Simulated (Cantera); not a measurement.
## Hydrocarbon pyrolysis for carbon deposition

An isothermal, constant-pressure homogeneous reactor starts with C₂H₆ : N₂ = 1 : 13 (molar parts), at 1225 K and 100.0 Torr.

Detailed kinetics in Cantera: GRI-Mech 3.0 (53 species, 325 reactions). GRI-Mech 3.0 stops at C3 and has no aromatics, soot or wall deposition, so with more carbon than oxygen in the feed, carbon stays in small species such as C2H2 where larger ones or solid carbon would form.

```
t (s)       x C₂H₆     x H₂    x C₂H₂   x C₂H₄     x CH₃
--------  --------  -------  --------  -------  --------
2.00e-5     0.0714  5.65e-9    <1e-12  7.10e-9   2.41e-6
0.000104    0.0714  8.56e-7  1.18e-12  9.20e-7   1.16e-5
0.000545    0.0713  9.76e-5   1.08e-8  1.00e-4   4.17e-5
0.00284     0.0680  0.00276   1.06e-5  0.00288  0.000101
0.0148      0.0487   0.0187  0.000533   0.0189   8.97e-5
0.0775     0.00607   0.0590   0.00852   0.0470   3.00e-5
0.404     0.000113   0.0771    0.0232   0.0365   3.68e-6
2.11       2.72e-5   0.0900    0.0369   0.0219   1.85e-6
11.0       9.89e-6    0.103    0.0507  0.00721   1.27e-6
57.5       7.94e-6    0.103    0.0518  0.00583   1.19e-6
300        7.56e-6    0.101    0.0511  0.00561   1.25e-6
```
x: mole fraction; the columns are a selection and need not sum to one.

Equilibrium at this temperature and pressure: C₂H₆ 3.76e-6, H₂ 0.0952, C₂H₂ 0.0251, C₂H₄ 0.00262, CH₃ 1.07e-6 (gas phase only).
